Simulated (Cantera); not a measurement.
What does this Cantera script print?

```python
import numpy as np
import cantera as ct

gas = ct.Solution("gri30.yaml")
gas.TPX = 1300, 200000, {'C3H8': 1, 'O2': 7.94, 'N2': 29.8}
reactor = ct.IdealGasReactor(gas, energy="on", clone=False)
net = ct.ReactorNet([reactor])
net.rtol, net.atol = 1e-08, 1e-16
show = ['C3H8', 'O2', 'C2H4', 'CH4', 'NO2', 'C2H2', 'H2O']
times = np.geomspace(2e-06, 0.7, 10)

steps = ct.SolutionArray(gas, extra=["t"])
rows = []
print(f"{'t/s':>10s}{'T/K':>9s}{'P/Pa':>11s}" + "".join(f"{s:>11s}" for s in show))
for t in times:
    while net.time < t:
        t_next = net.step()
        steps.append(gas.state, t=t_next)
    rows.append([np.interp(t, steps.t, y) for y in (steps.T, steps.P, *steps(*show).X.T)])
    print(f"{t:10.3e}{rows[-1][0]:9.1f}{rows[-1][1]:11.4g}" + "".join(f"{x:11.3e}" for x in rows[-1][2:]))
rate = np.gradient(steps.T, steps.t)
print("integrator steps:", len(steps.t))
if steps.T.max() > steps.T[0] + 200:
    print(f"time of steepest temperature rise: {steps.t[rate.argmax()]:.4e} s")
gas.TPX = 1300, 200000, {'C3H8': 1, 'O2': 7.94, 'N2': 29.8}
gas.equilibrate("UV")
print(f"equilibrium (UV): T = {gas.T:.1f} K  " + "  ".join(f"{s} {gas[s].X[0]:.3e}" for s in show))
```

Result:

```
       t/s      T/K       P/Pa       C3H8         O2       C2H4        CH4        NO2       C2H2        H2O
 2.000e-06   1300.0      2e+05  2.581e-02  2.050e-01  2.749e-06  2.603e-08  4.311e-22  7.679e-13  1.843e-07
 8.261e-06   1299.8      2e+05  2.579e-02  2.049e-01  2.051e-05  5.314e-07  1.842e-19  4.916e-11  2.392e-06
 3.412e-05   1299.3  1.999e+05  2.565e-02  2.049e-01  1.554e-04  1.081e-05  3.468e-17  4.799e-09  4.758e-05
 1.409e-04   1300.2  2.003e+05  2.461e-02  2.042e-01  1.173e-03  1.358e-04  2.866e-15  3.370e-07  5.165e-04
 5.822e-04   1346.7  2.102e+05  1.382e-02  1.939e-01  1.118e-02  1.519e-03  1.418e-12  4.410e-05  8.530e-03
 2.405e-03   2697.8  4.315e+05  6.466e-47  6.772e-02  7.730e-26  4.031e-17  1.221e-05  2.124e-20  8.984e-02
 9.933e-03   2692.8  4.306e+05  6.085e-47  6.630e-02  7.364e-26  3.939e-17  1.469e-05  2.007e-20  9.001e-02
 4.103e-02   2692.8  4.306e+05  6.085e-47  6.629e-02  7.364e-26  3.939e-17  1.469e-05  2.006e-20  9.001e-02
 1.695e-01   2692.8  4.306e+05  6.085e-47  6.629e-02  7.364e-26  3.939e-17  1.469e-05  2.006e-20  9.001e-02
 7.000e-01   2692.8  4.306e+05  6.085e-47  6.629e-02  7.364e-26  3.939e-17  1.469e-05  2.006e-20  9.001e-02
integrator steps: 1999
time of steepest temperature rise: 6.2894e-04 s
equilibrium (UV): T = 2692.8 K  C3H8 1.170e-46  O2 6.629e-02  C2H4 8.813e-26  CH4 5.590e-17  NO2 1.469e-05  C2H2 2.218e-20  H2O 9.001e-02
```

Computed with Cantera and GRI-Mech 3.0 (53 species, 325 reactions). GRI-Mech 3.0 was tuned for natural gas; its chemistry of propane as a main component is partial and can be far from experiment.
